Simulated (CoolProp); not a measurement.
500 sccm (0 °C, 1 atm) of nitrogen bubbles through liquid o-xylene at 335.7 K and leaves saturated at a total pressure of 0.109 MPa (ideal gas phase). Each further row changes one setting.

Values from CoolProp's reference Helmholtz-energy equation of state, Zhou 2012.

```
case                      vapour pressure (kPa)  mole fraction of vapour  delivery (mg/min)  delivery (sccm)  change of delivery for a bath 1 K warmer (%)
------------------------  ---------------------  -----------------------  -----------------  ---------------  --------------------------------------------
as stated                                  6.11                   0.0561                141             29.7                                           4.8
bath temperature 340.7 K                   7.60                        ?                178             37.5                                           4.7
total pressure 0.218 MPa                   6.11                        ?               68.3                ?                                           4.7
```

### Question
Complete the blanks.

### Answer

- bath temperature 340.7 K, mole fraction of vapour: 0.0698
- total pressure 0.218 MPa, mole fraction of vapour: 0.0280
- total pressure 0.218 MPa, delivery (sccm): 14.4
